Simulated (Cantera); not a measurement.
An isothermal, constant-pressure homogeneous reactor starts with NO : N₂ = 1 : 9.2 (molar parts), at 1523 K and 1050 Torr. Integrator tolerance rtol = 1e-08.

Model: GRI-Mech 3.0 (53 species, 325 reactions), integrated in Cantera.

What does this change do: pressure from 1050 Torr to 10.5 Torr?


| quantity | before | after |
|---|---|---|
| x(NO) at 60.0 s | 0.0812 (gas-phase equilibrium 0.000726) | 0.0978 (gas-phase equilibrium 0.000726) |
| x(N₂) at 60.0 s | 0.910 (gas-phase equilibrium 0.951) | 0.902 (gas-phase equilibrium 0.951) |
| x(NO₂) at 60.0 s | 9.78e-5 (gas-phase equilibrium 2.06e-6) | 2.82e-6 (gas-phase equilibrium 2.06e-7) |
| x(N₂O) at 60.0 s | 2.33e-6 (gas-phase equilibrium 5.75e-8) | 3.10e-6 (gas-phase equilibrium 5.75e-9) |
| x(O) at 60.0 s | 4.43e-7 (gas-phase equilibrium 1.03e-6) | 1.45e-6 (gas-phase equilibrium 1.03e-5) |
Radical loss at walls, strong at low pressure, is not modelled.
